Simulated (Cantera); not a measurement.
A closed system holds: 1 mol SiH₄, a varied amount of O₂, 4.1 mol N₂, held at 1498.15 K and 0.870 bar.

Method: chemical equilibrium by Gibbs-energy minimisation in Cantera with the NASA 1993 tables (ideal gas, pure condensed phases). Candidate condensed phases: H₂O, Si, SiO₂, Si₂N₂O, Si₃N₄; 35 gas species. The tables hold silica as quartz up to 1696 K and as liquid above; real silica turns to tridymite and cristobalite and melts near 1996 K. Gases not in the tables: Si(OH)₄. Rates play no part.

### Question
At 2.3 mol O₂, list the 4 most abundant gas species with their mole fractions, and the condensed phases.

### Answer
N₂ 0.640, H₂O 0.312, O₂ 0.0466, NO 0.000515. Condensed: SiO₂(β-quartz).
